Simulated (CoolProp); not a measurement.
Aqueous calcium chloride as a coolant, at -7 °C, 1 atm.

Computed with CoolProp (Melinder's fits for secondary coolants).

```tsv
mass %	freezing point (°C)	cp (kJ/(kg K))	viscosity (mPa s)	Prandtl number	density (kg/m³)
14.2	?	?	3.16	19.4	?
16.2	?	?	3.39	20.2	1148
18.3	-15.5	3.109	3.67	21.2	1169
20.4	-19.0	3.016	4.00	22.6	1190
22.4	-22.8	2.937	4.39	24.2	1211
24.5	?	?	?	26.4	1234
```

Fill in the missing entries.


- 14.2, freezing point (°C): -10.1
- 14.2, cp (kJ/(kg K)): 3.316
- 14.2, density (kg/m³): 1129
- 16.2, freezing point (°C): -12.6
- 16.2, cp (kJ/(kg K)): 3.211
- 24.5, freezing point (°C): -27.7
- 24.5, cp (kJ/(kg K)): 2.863
- 24.5, viscosity (mPa s): 4.89
